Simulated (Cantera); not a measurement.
An isothermal, constant-pressure homogeneous reactor starts with H₂ : O₂ = 0.13 : 1 (molar parts), equivalence ratio 0.065, at 1200 K and 20.0 Torr.

Detailed kinetics in Cantera: the H2/O2 subset of GRI-Mech 3.0, which has no nitrogen chemistry. Radical loss at walls, strong at low pressure, is not modelled. The temperature is held fixed by assumption; the heat of reaction is taken as removed at once.

One state of this run: x H₂ = 0.00569; x O₂ = 0.815; x H₂O = 0.0907; x H₂O₂ = 4.79e-7; x H = 0.0306; x OH = 0.00782; x O = 0.0497. x: mole fraction; the columns are a selection and need not sum to one.

Which value of t (s) does it belong to?
(A) 0.000425
(B) 0.0461
(C) 0.118
(D) 0.00108

D, 0.00108
